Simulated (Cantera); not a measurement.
Feed: 1 mol V₂O₅, a varied amount of H₂, equilibrated at 1177 °C and 1330 Pa.

Equilibrium computed with Cantera from the NASA thermochemical tables; the gas is ideal and each condensed phase is pure. Candidate condensed phases: H₂O, V, VO, V₂O₃, V₂O₄, V₂O₅; 12 gas species. Mutual solubility and eutectic melting of coexisting phases are not modelled. VO: taken at fixed stoichiometry. Condensed phases not in the tables: the oxides between V₂O₃ and V₂O₅ other than VO₂. Kinetics and transport are ignored.

x: gas mole fraction; n: condensed amount in mol.

```json
[
 {"n(H₂) (mol)": "24", "x H₂": "0.917", "x H₂O": "0.0833", "x H": "7.84e-5", "x OH": "___", "x VO₂": "3.88e-8", "n V₂O₃(s)": "1.00", "n VO(s)": "0"},
 {"n(H₂) (mol)": "36", "x H₂": "0.944", "x H₂O": "0.0556", "x H": "7.96e-5", "x OH": "___", "x VO₂": "3.12e-8", "n V₂O₃(s)": "1.000", "n VO(s)": "0"},
 {"n(H₂) (mol)": "53", "x H₂": "0.962", "x H₂O": "0.0377", "x H": "8.03e-5", "x OH": "___", "x VO₂": "2.55e-8", "n V₂O₃(s)": "1.000", "n VO(s)": "0"},
 {"n(H₂) (mol)": "78", "x H₂": "0.974", "x H₂O": "0.0256", "x H": "8.08e-5", "x OH": "___", "x VO₂": "2.09e-8", "n V₂O₃(s)": "1.000", "n VO(s)": "0"},
 {"n(H₂) (mol)": "110", "x H₂": "0.982", "x H₂O": "0.0182", "x H": "8.12e-5", "x OH": "___", "x VO₂": "1.75e-8", "n V₂O₃(s)": "1.000", "n VO(s)": "0"},
 {"n(H₂) (mol)": "170", "x H₂": "0.988", "x H₂O": "0.0118", "x H": "8.14e-5", "x OH": "___", "x VO₂": "1.40e-8", "n V₂O₃(s)": "1.000", "n VO(s)": "0"},
 {"n(H₂) (mol)": "250", "x H₂": "0.992", "x H₂O": "0.00800", "x H": "8.16e-5", "x OH": "___", "x VO₂": "1.15e-8", "n V₂O₃(s)": "1.000", "n VO(s)": "0"},
 {"n(H₂) (mol)": "360", "x H₂": "0.994", "x H₂O": "0.00556", "x H": "8.17e-5", "x OH": "___", "x VO₂": "9.61e-9", "n V₂O₃(s)": "1.000", "n VO(s)": "0"},
 {"n(H₂) (mol)": "530", "x H₂": "0.996", "x H₂O": "0.00377", "x H": "8.17e-5", "x OH": "___", "x VO₂": "7.91e-9", "n V₂O₃(s)": "1.000", "n VO(s)": "0"},
 {"n(H₂) (mol)": "790", "x H₂": "0.997", "x H₂O": "0.00273", "x H": "8.18e-5", "x OH": "___", "x VO₂": "6.73e-9", "n V₂O₃(s)": "0.843", "n VO(s)": "0.313"},
 {"n(H₂) (mol)": "1200", "x H₂": "0.997", "x H₂O": "0.00250", "x H": "8.18e-5", "x OH": "___", "x VO₂": "6.16e-9", "n V₂O₃(s)": "0", "n VO(s)": "2.00"}
]
```

Task: What belongs in the gaps?

Result: 
- 24, x OH: 1.71e-7
- 36, x OH: 1.12e-7
- 53, x OH: 7.55e-8
- 78, x OH: 5.10e-8
- 110, x OH: 3.60e-8
- 170, x OH: 2.32e-8
- 250, x OH: 1.58e-8
- 360, x OH: 1.09e-8
- 530, x OH: 7.42e-9
- 790, x OH: 5.37e-9
- 1200, x OH: 4.92e-9
